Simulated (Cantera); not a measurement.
Input: 1 mol borazine, 3 mol H₂.

Cantera equilibrium calculation (NASA polynomials, part measured and part estimated; ideal gas, pure solids and liquids). Candidate condensed phases: B, BN; 15 gas species. The feed counts by its element totals alone. Mutual solubility and eutectic melting of coexisting phases are not modelled. The numbers say what is thermodynamically allowed, not how fast it happens.

What condenses at these points (T in °C, P in Pa): (927, 7200); (1327, 37); (1377, 520); (1327, 10)?


```json
[
 {"T (°C)": "927", "P in Pa": "7200", "condensed phases": "BN", "B condensed (%)": "100.0"},
 {"T (°C)": "1327", "P in Pa": "37", "condensed phases": "B + BN", "B condensed (%)": "100.0"},
 {"T (°C)": "1377", "P in Pa": "520", "condensed phases": "BN", "B condensed (%)": "100.0"},
 {"T (°C)": "1327", "P in Pa": "10", "condensed phases": "B + BN", "B condensed (%)": "100.0"}
]
```
